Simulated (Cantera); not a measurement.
Charge: 1 mol CO, 0.013 mol O2, held at 2750 K and 38.0 bar.

These are equilibrium values from Cantera (NASA tables, ideal gas, pure condensed phases), not measurements of a reactor. Candidate condensed phases: C; 12 gas species. The ideal-gas law is rough above about 30 bar. The numbers say what is thermodynamically allowed, not how fast it happens.

Base state: CO 0.974, CO2 0.0260 (mole fractions); condensed: gas only.

Question: What changes in the equilibrium state with this change: O2 from 0.013 to 0.028 mol?

Answer: 
| species | before | after |
|---|---|---|
| CO | 0.974 | 0.944 |
| CO2 | 0.0260 | 0.0560 |

Question: What changes in the equilibrium state with this change: CO replaced by toluene?

Answer: 
| species | before | after |
|---|---|---|
| H2 | 0 | 0.951 |
| C2H2 (acetylene) | 0 | 0.0268 |
| H | 0 | 0.0108 |
| CO | 0.974 | 0.00645 |
| CO2 | 0.0260 | 3.21e-9 |
| CH4 | 0 | 0.00359 |
| CH3 | 0 | 0.000691 |
| C2H4 | 0 | 0.000315 |
| C4H2 | 0 | 0.000313 |
| C3H3 (propargyl) | 0 | 4.95e-5 |
| C(graphite), mol | 0 | 6.73 |
Further candidate phases: C6H6, C7H8, C8H18, H2O.
